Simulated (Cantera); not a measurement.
Diamond growth

A diamond (100) surface in a fixed gas of H2 with x(CH4) = 0.016, x(H) = 0.0012, at 1248 K, 43.5 Torr; coverages are run to steady state.

Cantera simulation using the Harris–Goodwin 1993 mechanism for the reconstructed diamond (100) surface; the numbers are that mechanism's predictions, not measurements.

| x(CH3) | growth (µm/h) | θ c6HH | θ c6H* | θ c6*H | θ c6** | θ c6HM |
|---|---|---|---|---|---|---|
| 1e-06 | 0.00685 | 0.437 | 0.0422 | 0.493 | 0.0276 | 6.86e-6 |
| 2.1e-06 | 0.0144 | 0.437 | 0.0422 | 0.493 | 0.0276 | 1.44e-5 |
| 4.6e-06 | 0.0315 | 0.437 | 0.0422 | 0.493 | 0.0276 | 3.15e-5 |
| 9.8e-06 | 0.0670 | 0.437 | 0.0422 | 0.493 | 0.0276 | 6.72e-5 |
| 2.1e-05 | 0.143 | 0.437 | 0.0422 | 0.493 | 0.0275 | 0.000144 |
| 4.5e-05 | 0.306 | 0.437 | 0.0421 | 0.493 | 0.0274 | 0.000308 |
| 9.6e-05 | 0.649 | 0.437 | 0.0421 | 0.492 | 0.0272 | 0.000654 |
| 0.00021 | 1.40 | 0.436 | 0.0420 | 0.491 | 0.0267 | 0.00142 |
| 0.00044 | 2.85 | 0.435 | 0.0418 | 0.489 | 0.0257 | 0.00293 |
θ: site fractions in the mechanism's names (c6HH fully hydrogenated, c6H* and c6*H radical sites, c6** diradical, c6HM methylated).
